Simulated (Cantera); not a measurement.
An adiabatic, constant-volume homogeneous reactor starts with H2 : O2 : N2 = 1 : 0.625 : 2.35 (molar parts), equivalence ratio 0.80, at 1050 K and 1.00 bar. Integrator tolerance rtol = 1e-08.

Model: the H2/O2 subset of GRI-Mech 3.0, which has no nitrogen chemistry, integrated in Cantera.

### Question
What does this change do: initial temperature 1050 to 1373 K?

### Answer
| quantity | before | after |
|---|---|---|
| time of steepest temperature rise | 0.138 ms | 20.4 µs |
| temperature at 0.200 s | 2823 K | 2907 K |
| equilibrium temperature | 2823 K | 2907 K |
| x(H2) at 0.200 s | 0.0197 (gas-phase equilibrium 0.0197) | 0.0274 (gas-phase equilibrium 0.0274) |
| x(O2) at 0.200 s | 0.0361 (gas-phase equilibrium 0.0361) | 0.0372 (gas-phase equilibrium 0.0372) |
| x(H2O2) at 0.200 s | 9.34e-7 (gas-phase equilibrium 9.34e-7) | 9.00e-7 (gas-phase equilibrium 9.00e-7) |
| x(H2O) at 0.200 s | 0.242 (gas-phase equilibrium 0.242) | 0.224 (gas-phase equilibrium 0.224) |
| x(OH) at 0.200 s | 0.0285 (gas-phase equilibrium 0.0285) | 0.0356 (gas-phase equilibrium 0.0356) |
| x(HO2) at 0.200 s | 1.56e-5 (gas-phase equilibrium 1.56e-5) | 1.71e-5 (gas-phase equilibrium 1.71e-5) |

### Question
What does this change do: initial temperature 1050 to 1698 K?

### Answer
```csv
quantity,before,after
time of steepest temperature rise,0.138 ms,7.44 µs
temperature at 0.200 s,2823 K,2979 K
equilibrium temperature,2823 K,2979 K
x(H2) at 0.200 s,0.0197 (gas-phase equilibrium 0.0197),0.0348 (gas-phase equilibrium 0.0348)
x(O2) at 0.200 s,0.0361 (gas-phase equilibrium 0.0361),0.0382 (gas-phase equilibrium 0.0382)
x(H2O2) at 0.200 s,9.34e-7 (gas-phase equilibrium 9.34e-7),8.60e-7 (gas-phase equilibrium 8.60e-7)
x(H2O) at 0.200 s,0.242 (gas-phase equilibrium 0.242),0.206 (gas-phase equilibrium 0.206)
x(OH) at 0.200 s,0.0285 (gas-phase equilibrium 0.0285),0.0422 (gas-phase equilibrium 0.0422)
x(HO2) at 0.200 s,1.56e-5 (gas-phase equilibrium 1.56e-5),1.84e-5 (gas-phase equilibrium 1.84e-5)
```
